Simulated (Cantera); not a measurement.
Charge: 1 mol Al2O3, 6.2 mol Cl2, 13 mol H2, held at 848.15 K and 0.390 bar.

Equilibrium computed with Cantera from the NASA thermochemical tables; the gas is ideal and each condensed phase is pure. Candidate condensed phases: Al, AlCl3, Al2O3, H2O; 29 gas species. Condensed phases not in the tables: AlOCl. The numbers say what is thermodynamically allowed, not how fast it happens.

Base state: HCl 0.646, H2 0.354, H2O 6.42e-5, AlCl3 4.28e-5 (mole fractions); condensed: Al2O3(s).

Task: What changes in the equilibrium state with this change: temperature from 848.15 K to 1223 K?

Result: 
```csv
species,before,after
HCl,0.646,0.644
H2,0.354,0.354
H2O,6.42e-5,0.00103
AlCl3,4.28e-5,0.000685
"Al2O3(s), mol",1.000,0.993
```
